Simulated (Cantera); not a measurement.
An adiabatic, constant-pressure homogeneous reactor starts with CO : H2 : CH4 : O2 : N2 = 1 : 0.077 : 0.37 : 0.799 : 3 (molar parts), equivalence ratio 1.6, at 1375 K and 1.00 bar. Integrator tolerance rtol = 1e-08.

Detailed kinetics in Cantera: GRI-Mech 3.0 (53 species, 325 reactions).

Question: What does this change do: CO 1 to 1.4 parts?

Answer: 
```tsv
quantity	before	after
time of steepest temperature rise	1.65 ms	1.71 ms
temperature at 0.200 s	2712 K	2684 K
equilibrium temperature	2712 K	2684 K
x(CO) at 0.200 s	0.165 (gas-phase equilibrium 0.165)	0.213 (gas-phase equilibrium 0.213)
x(H2) at 0.200 s	0.0297 (gas-phase equilibrium 0.0297)	0.0330 (gas-phase equilibrium 0.0330)
x(CH4) at 0.200 s	<1e-12 (gas-phase equilibrium <1e-12)	<1e-12 (gas-phase equilibrium <1e-12)
x(H2O2) at 0.200 s	7.35e-8 (gas-phase equilibrium 7.35e-8)	4.45e-8 (gas-phase equilibrium 4.45e-8)
x(CH2) at 0.200 s	<1e-12 (gas-phase equilibrium <1e-12)	<1e-12 (gas-phase equilibrium <1e-12)
x(H) at 0.200 s	0.0103 (gas-phase equilibrium 0.0103)	0.00977 (gas-phase equilibrium 0.00977)
```

Question: What does this change do: initial temperature 1375 to 1025 K?

Answer: 
```csv
quantity,before,after
time of steepest temperature rise,1.65 ms,63.6 ms
temperature at 0.200 s,2712 K,2542 K
equilibrium temperature,2712 K,2542 K
x(CO) at 0.200 s,0.165 (gas-phase equilibrium 0.165),0.158 (gas-phase equilibrium 0.158)
x(H2) at 0.200 s,0.0297 (gas-phase equilibrium 0.0297),0.0293 (gas-phase equilibrium 0.0293)
x(CH4) at 0.200 s,<1e-12 (gas-phase equilibrium <1e-12),<1e-12 (gas-phase equilibrium <1e-12)
x(H2O2) at 0.200 s,7.35e-8 (gas-phase equilibrium 7.35e-8),2.87e-8 (gas-phase equilibrium 2.87e-8)
x(CH2) at 0.200 s,<1e-12 (gas-phase equilibrium <1e-12),<1e-12 (gas-phase equilibrium <1e-12)
x(H) at 0.200 s,0.0103 (gas-phase equilibrium 0.0103),0.00520 (gas-phase equilibrium 0.00520)
```
